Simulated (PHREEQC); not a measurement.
Solution (20 °C): 0.68 mol LiCl, 0.49 mol BaCl2 and 0.28 mol NaCl per kg of water. Closed to the air; pH follows from the charge balance.

Computed with PHREEQC (Pitzer model, pitzer.dat).

Question: The ionic strength comes out as 2.43 mol/kgw. What activity coefficients do Cl-, Na+, Ba+2, Li+ get?

Answer: Cl- 0.56, Na+ 0.92, Ba+2 0.38, Li+ 1.2. Single-ion values are on the MacInnes scale.

No solid was allowed to form.
